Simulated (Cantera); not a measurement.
Feed: 1 mol Fe3O4, 13 mol CO, 0.1 mol N2, at 4.58 Torr.

Equilibrium computed with Cantera from the NASA thermochemical tables; the gas is ideal and each condensed phase is pure. Candidate condensed phases: C, Fe, Fe(CO)5, FeO, Fe2O3, Fe3O4; 27 gas species. Kinetics and transport are ignored.

Q: At 2375 °C, list the 7 most abundant gas species with their mole fractions, and the condensed phases.

A: CO 0.634, Fe 0.159, CO2 0.104, O 0.0596, O2 0.0260, FeO 0.0109, N2 0.00525. Condensed: gas only.
